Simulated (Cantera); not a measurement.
## Adiabatic ignition

An adiabatic, constant-volume homogeneous reactor starts with CH4 : O2 : N2 = 2.3 : 5.88 : 22.1 (molar parts), at 1750 K and 5.00 bar.

Computed with Cantera and GRI-Mech 3.0 (53 species, 325 reactions). Above 3000 K some thermodynamic fits are extrapolated.

```json
[
 {"t (s)": "3.00e-6", "T (K)": "1750", "P (bar)": "5.00", "x CH4": "0.0759", "x O2": "0.194", "x CH2CO": "1.62e-11", "x C2H6": "3.75e-7", "x CO": "1.69e-7", "x C2H": "<1e-12", "x CO2": "1.62e-8"},
 {"t (s)": "7.73e-6", "T (K)": "1750", "P (bar)": "5.00", "x CH4": "0.0756", "x O2": "0.194", "x CH2CO": "3.31e-9", "x C2H6": "9.78e-6", "x CO": "4.75e-6", "x C2H": "<1e-12", "x CO2": "3.65e-7"},
 {"t (s)": "1.99e-5", "T (K)": "1758", "P (bar)": "5.03", "x CH4": "0.0728", "x O2": "0.192", "x CH2CO": "1.58e-6", "x C2H6": "0.000290", "x CO": "0.000297", "x C2H": "1.39e-11", "x CO2": "1.59e-5"},
 {"t (s)": "5.14e-5", "T (K)": "3047", "P (bar)": "9.02", "x CH4": "<1e-12", "x O2": "0.0480", "x CH2CO": "<1e-12", "x C2H6": "<1e-12", "x CO": "0.0276", "x C2H": "<1e-12", "x CO2": "0.0457"},
 {"t (s)": "0.000132", "T (K)": "3032", "P (bar)": "8.96", "x CH4": "<1e-12", "x O2": "0.0431", "x CH2CO": "<1e-12", "x C2H6": "<1e-12", "x CO": "0.0276", "x C2H": "<1e-12", "x CO2": "0.0458"},
 {"t (s)": "0.000341", "T (K)": "3024", "P (bar)": "8.94", "x CH4": "<1e-12", "x O2": "0.0408", "x CH2CO": "<1e-12", "x C2H6": "<1e-12", "x CO": "0.0276", "x C2H": "<1e-12", "x CO2": "0.0458"},
 {"t (s)": "0.000879", "T (K)": "3024", "P (bar)": "8.93", "x CH4": "<1e-12", "x O2": "0.0407", "x CH2CO": "<1e-12", "x C2H6": "<1e-12", "x CO": "0.0276", "x C2H": "<1e-12", "x CO2": "0.0458"},
 {"t (s)": "0.00227", "T (K)": "3024", "P (bar)": "8.93", "x CH4": "<1e-12", "x O2": "0.0407", "x CH2CO": "<1e-12", "x C2H6": "<1e-12", "x CO": "0.0276", "x C2H": "<1e-12", "x CO2": "0.0458"},
 {"t (s)": "0.00584", "T (K)": "3024", "P (bar)": "8.93", "x CH4": "<1e-12", "x O2": "0.0407", "x CH2CO": "<1e-12", "x C2H6": "<1e-12", "x CO": "0.0276", "x C2H": "<1e-12", "x CO2": "0.0458"},
 {"t (s)": "0.0151", "T (K)": "3024", "P (bar)": "8.93", "x CH4": "<1e-12", "x O2": "0.0407", "x CH2CO": "<1e-12", "x C2H6": "<1e-12", "x CO": "0.0276", "x C2H": "<1e-12", "x CO2": "0.0458"},
 {"t (s)": "0.0388", "T (K)": "3024", "P (bar)": "8.93", "x CH4": "<1e-12", "x O2": "0.0407", "x CH2CO": "<1e-12", "x C2H6": "<1e-12", "x CO": "0.0276", "x C2H": "<1e-12", "x CO2": "0.0458"},
 {"t (s)": "0.100", "T (K)": "3024", "P (bar)": "8.93", "x CH4": "<1e-12", "x O2": "0.0407", "x CH2CO": "<1e-12", "x C2H6": "<1e-12", "x CO": "0.0276", "x C2H": "<1e-12", "x CO2": "0.0458"}
]
```
x: mole fraction; the columns are a selection and need not sum to one.

| Quantity | Result |
|---|---|
| time of steepest temperature rise | 36.2 µs |
| temperature at 0.100 s | 3024 K |
| equilibrium temperature | 3024 K |
| x(CH4) at 0.100 s | <1e-12 (gas-phase equilibrium <1e-12) |
| x(O2) at 0.100 s | 0.0407 (gas-phase equilibrium 0.0407) |
| x(CH2CO) at 0.100 s | <1e-12 (gas-phase equilibrium <1e-12) |
